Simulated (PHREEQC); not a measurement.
Solution (25 °C): 0.0019 mol/kgw FeCl3 and 0.034 mol/kgw NaCl. Closed to the air; pH follows from the charge balance.

Equilibrium calculation in PHREEQC: ion-association model, phreeqc.dat.

Problem. The ionic strength comes out as 0.0425 mol/kgw. What activity coefficients do H+, FeCl+2, Fe3(OH)4+5, Cl-, Fe2(OH)2+4 get?

Solution. H+ 0.86, FeCl+2 0.49, Fe3(OH)4+5 0.0096, Cl- 0.82, Fe2(OH)2+4 0.051.

This is a speciation only: nothing precipitates in the calculation. Examples of supersaturated solids here: Hematite (slow to form), Goethite (slow to form). Others may be too.
